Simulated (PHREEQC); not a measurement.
0.011 g of hydrous ferric oxide (600 m²/g; 0.2 weak and 0.005 strong sites per Fe, Dzombak-Morel constants, diffuse double layer) in 1 kg of water with 0.01 mol/kgw of an inert sodium salt and 0.013 mmol/kgw Na2HAsO4, at 25 °C; the pH is set by adding NaOH or the inert anion's acid. O2 is buffered at 0.21 atm. The system is closed to CO2. No solid was allowed to form.

Equilibrium calculation in PHREEQC: ion-association model, wateq4f.dat.

| pH | As sorbed (%) | surface charge σ (C/m²) | surface potential ψ (mV) |
|---|---|---|---|
| 3 | 99.9 | 0.118 | 151 |
| 3.67 | 99.8 | 0.078 | (withheld) |
| 4.33 | (withheld) | 0.047 | 108 |
| 5 | 99.1 | (withheld) | 78 |
| 5.67 | (withheld) | 0.012 | 46 |
| 6.33 | 93.4 | 0.004 | 16 |
| 7 | 83.1 | -0.002 | -11 |
| 7.67 | 61.2 | -0.008 | -33 |
| 8.33 | 34.4 | -0.014 | -53 |
| 9 | 17.2 | (withheld) | -73 |
| 9.67 | 7.6 | -0.036 | (withheld) |
| 10.33 | (withheld) | -0.058 | (withheld) |
| 11 | 0.4 | -0.100 | -143 |

Question: Fill in the missing entries.

Answer: 
- 3.67, surface potential ψ (mV): 132
- 4.33, As sorbed (%): 99.6
- 5, surface charge σ (C/m²): 0.026
- 5.67, As sorbed (%): 97.5
- 9, surface charge σ (C/m²): -0.023
- 9.67, surface potential ψ (mV): -94
- 10.33, As sorbed (%): 2.2
- 10.33, surface potential ψ (mV): -118

Species that the database lacks are ignored. The oxide is taken as insoluble; below pH 4 it would dissolve.
